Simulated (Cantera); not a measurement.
**Equilibrium for silicon etching in halogen gases: Si + Cl2**

Feed: 1 mol Si, a varied amount of Cl2, at 523 K and 13300 Pa.

These are equilibrium values from Cantera (NASA tables, ideal gas, pure condensed phases), not measurements of a reactor. Candidate condensed phases: Si; 9 gas species. Kinetics and transport are ignored.

| n(Cl2) (mol) | x SiCl4 | x Cl2 | x SiCl3 | x Cl | n Si(s) |
|---|---|---|---|---|---|
| 1.1 | 1.00 | <1e-12 | 9.03e-8 | <1e-12 | 0.450 |
| 1.5 | 1.00 | <1e-12 | 9.03e-8 | <1e-12 | 0.250 |
| 2 | 1.00 | <1e-12 | <1e-12 | <1e-12 | 0 |
| 2.7 | 0.588 | 0.412 | <1e-12 | 9.24e-10 | 0 |
| 3.7 | 0.370 | 0.630 | <1e-12 | 1.14e-9 | 0 |
| 5 | 0.250 | 0.750 | <1e-12 | 1.25e-9 | 0 |
| 6.8 | 0.172 | 0.828 | <1e-12 | 1.31e-9 | 0 |
x: gas mole fraction; n: condensed amount in mol.

From 1.1 mol Cl2 to 1.5 mol Cl2 the condensed part is Si(s). From 2 mol Cl2 to 6.8 mol Cl2 nothing is condensed. The main Si-bearing gas is SiCl4 throughout.
